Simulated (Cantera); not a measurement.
A closed system holds: 1 mol BN, 0.55 mol H2, 0.012 mol HF, at 10.0 Torr.

Equilibrium computed with Cantera from the NASA thermochemical tables; the gas is ideal and each condensed phase is pure. Candidate condensed phases: B, BN; 48 gas species. Ions and electrons are included (thermal ionisation). Equilibrium is a limit: real reactors are often held back by kinetics, nucleation or transport.

Which condensed phases are stable at each of these points (T (K)): 2000, 2500, 3000, 3500, 4000, 4500, 5000?


| T (K) | condensed phases | B condensed (%) |
|---|---|---|
| 2000 | BN(s) | 98.9 |
| 2500 | B(l) | 97.8 |
| 3000 | B(l) | 19.0 |
| 3500 | gas only | 0.0 |
| 4000 | gas only | 0.0 |
| 4500 | gas only | 0.0 |
| 5000 | gas only | 0.0 |

At 2000 K the condensed part is BN(s). From 2500 K to 3000 K the condensed part is B(l). From 3500 K to 5000 K nothing is condensed.
